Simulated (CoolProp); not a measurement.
Vapour-liquid equilibrium of dimethyl ether (1) + R236FA (2) at 15.1 bar; x and y are mole fractions of (1).

The numbers come from the multi-fluid Helmholtz-energy mixture model, Wu 2011 and Pan 2012; pair parameters Bell 2016 in CoolProp.

| x | bubble temperature, mixture model (K) | bubble temperature, Raoult's law (K) | y, mixture model | y, Raoult's law |
|---|---|---|---|---|
| 0.05 | 361.5 | 359.9 | 0.051 | 0.085 |
| 0.2 | 360.7 | 355.2 | 0.218 | 0.308 |
| 0.35 | 358.8 | 350.8 | 0.400 | 0.492 |
| 0.5 | 355.2 | 346.7 | 0.587 | 0.645 |
| 0.65 | 350.0 | 342.9 | 0.758 | 0.774 |
| 0.8 | 343.6 | 339.4 | 0.893 | 0.882 |
| 0.95 | 337.0 | 336.1 | 0.981 | 0.973 |

The largest gap from Raoult's law is +8.5 K in bubble temperature, at x = 0.5. No azeotrope shows between x = 0.05 and 0.95.

Pair parameters are fitted to limited data, so mixtures are less certain than the pure fluids.
